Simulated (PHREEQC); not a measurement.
0.17 g of hydrous ferric oxide (600 m²/g; 0.2 weak and 0.005 strong sites per Fe, Dzombak-Morel constants, diffuse double layer) in 1 kg of water with 0.01 mol/kgw of an inert sodium salt and 0.0029 mmol/kgw NaF and 0.049 mmol/kgw CuCl2, at 25 °C; the pH is set by adding NaOH or the inert anion's acid. O2 is buffered at 0.21 atm. No CO2 enters from the air. Precipitation was switched off in this run.

Computed with PHREEQC (ion-association model, wateq4f.dat).

```csv
pH,F sorbed (%),Cu sorbed (%),surface charge σ (C/m²),surface potential ψ (mV)
3,91.3,0.0,0.323,203
3.67,93.4,0.5,0.254,192
4.33,90.3,5.4,(withheld),175
5.67,63.7,73.0,0.074,131
6.33,38.0,96.7,0.045,105
7,14.7,99.5,0.023,73
7.67,(withheld),99.6,0.010,38
8.33,1.0,99.6,0.001,2
9.67,(withheld),99.5,-0.022,-70
10.33,0.0,99.3,-0.043,-102
11,0.0,98.7,-0.080,-131
```

Task: Complete the blanks.

Result: 
- 4.33, surface charge σ (C/m²): 0.179
- 7.67, F sorbed (%): 4.1
- 9.67, F sorbed (%): 0.1

The database's constant for dissolved Cu(OH)2 is higher than later reviews accept. The oxide is taken as insoluble; below pH 4 it would dissolve.
